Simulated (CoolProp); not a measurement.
Vapour-liquid equilibrium of carbon dioxide (1) + hydrogen sulfide (2) at -0.35 °C; x and y are mole fractions of (1).

Model: multi-fluid Helmholtz-energy mixture model, Span 1996 and Lemmon 2006; pair parameters Kunz 2012, in CoolProp.

| x | bubble pressure (MPa) | y at the bubble point | dew pressure at overall composition x (MPa) | liquid density (mol/L) |
|---|---|---|---|---|
| 0.05 | 1.291 | 0.223 | (withheld) | 24.45 |
| 0.2 | 1.933 | 0.516 | 1.258 | 24.04 |
| 0.35 | (withheld) | (withheld) | (withheld) | 23.24 |
| 0.5 | 2.688 | 0.716 | 1.883 | 22.25 |
| 0.65 | 2.953 | 0.785 | 2.417 | (withheld) |
| 0.8 | 3.193 | 0.862 | 3.006 | (withheld) |
| 0.95 | 3.398 | (withheld) | 3.380 | 20.87 |

Some entries are withheld; supply them.


- 0.05, dew pressure at overall composition x (MPa): 1.073
- 0.35, bubble pressure (MPa): 2.370
- 0.35, y at the bubble point: 0.638
- 0.35, dew pressure at overall composition x (MPa): 1.513
- 0.65, liquid density (mol/L): 21.34
- 0.8, liquid density (mol/L): 20.77
- 0.95, y at the bubble point: 0.961

No azeotrope shows between x = 0.05 and 0.95.

The pair parameters rest on a limited set of measurements; away from them the model extrapolates.
